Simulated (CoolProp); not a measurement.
Properties of R507A along the isotherm 120.35 °C (Tc = 70.6 °C, pc = 3.705 MPa, ω = 0.286).

Computed with CoolProp (reference Helmholtz-energy equation of state, Lemmon 2003). It is a pseudo-pure fit of the blend.

| p (MPa) | phase | Joule-Thomson coefficient (K/MPa) | expansivity (1/kK) |
|---|---|---|---|
| 0.37 | gas | 7.205 | 2.758 |
| 0.741 | gas | 7.305 | 3.000 |
| 1.11 | gas | 7.407 | 3.268 |
| 1.48 | gas | 7.510 | 3.571 |
| 1.85 | gas | 7.615 | 3.912 |
| 2.22 | gas | 7.718 | 4.299 |
| 2.59 | gas | 7.818 | 4.741 |
| 2.96 | gas | 7.911 | 5.247 |
| 3.33 | gas | 7.994 | 5.830 |
| 3.7 | gas | 8.060 | 6.504 |
| 4.08 | supercritical | 8.102 | 7.306 |
| 4.45 | supercritical | 8.108 | 8.208 |
| 4.82 | supercritical | 8.066 | 9.240 |
| 5.19 | supercritical | 7.961 | 10.40 |
| 5.56 | supercritical | 7.779 | 11.66 |
